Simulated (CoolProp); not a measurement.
A simple Rankine cycle with 1,2-dichloroethane: condensing at 296.15 K, boiler at 0.758 MPa, turbine inlet 439.6 K, turbine efficiency 0.8, pump efficiency 0.8, no recuperator. Each further row changes one setting.

Model: reference Helmholtz-energy equation of state, Thol 2015, in CoolProp.

```json
[
 {"case": "as stated", "thermal efficiency (%)": "21.2", "net work (kJ/kg)": "99.6", "heat in (kJ/kg)": "469", "turbine exit temperature (K)": "312.3", "volume ratio over the turbine": "64.2"},
 {"case": "turbine inlet 459.6 K", "thermal efficiency (%)": "21.5", "net work (kJ/kg)": "105", "heat in (kJ/kg)": "490", "turbine exit temperature (K)": "330.5", "volume ratio over the turbine": "63.6"},
 {"case": "condensing temperature 288.15 K", "thermal efficiency (%)": "22.4", "net work (kJ/kg)": "107", "heat in (kJ/kg)": "479", "turbine exit temperature (K)": "303.1", "volume ratio over the turbine": "93.1"},
 {"case": "boiler pressure 0.531 MPa", "thermal efficiency (%)": "20.0", "net work (kJ/kg)": "94.7", "heat in (kJ/kg)": "474", "turbine exit temperature (K)": "324.0", "volume ratio over the turbine": "44.6"},
 {"case": "turbine efficiency 0.7", "thermal efficiency (%)": "18.6", "net work (kJ/kg)": "87.0", "heat in (kJ/kg)": "469", "turbine exit temperature (K)": "327.0", "volume ratio over the turbine": "67.2"}
]
```
